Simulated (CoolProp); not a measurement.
Aqueous lithium chloride as a coolant, at -4 °C, 1 atm.

Model: Melinder's fits for secondary coolants, in CoolProp.

| mass % | freezing point (°C) | density (kg/m³) | conductivity (W/(m K)) | viscosity (mPa s) | Prandtl number |
|---|---|---|---|---|---|
| 5.2 | -5.3 | 1031 | 0.545 | 2.35 | 16.9 |
| 6.5 | -7.0 | 1039 | 0.543 | 2.45 | 17.3 |
| 7.8 | -8.8 | 1047 | 0.540 | [?] | 17.7 |
| 9.2 | -10.9 | 1055 | 0.538 | 2.67 | 18.2 |
| 10.5 | -13.1 | 1063 | 0.536 | 2.80 | 18.8 |
| 11.8 | -15.6 | [?] | 0.534 | 2.94 | 19.4 |
| 13.2 | -18.9 | 1079 | 0.531 | [?] | [?] |
| 14.5 | -22.4 | [?] | 0.529 | 3.25 | 20.8 |
| 15.9 | -26.9 | [?] | 0.526 | 3.43 | 21.6 |
| 17.2 | -31.7 | 1104 | 0.524 | 3.62 | 22.4 |

Question: Some entries are withheld; supply them.

Answer: 
- 7.8, viscosity (mPa s): 2.55
- 11.8, density (kg/m³): 1071
- 13.2, viscosity (mPa s): 3.09
- 13.2, Prandtl number: 20.1
- 14.5, density (kg/m³): 1087
- 15.9, density (kg/m³): 1096
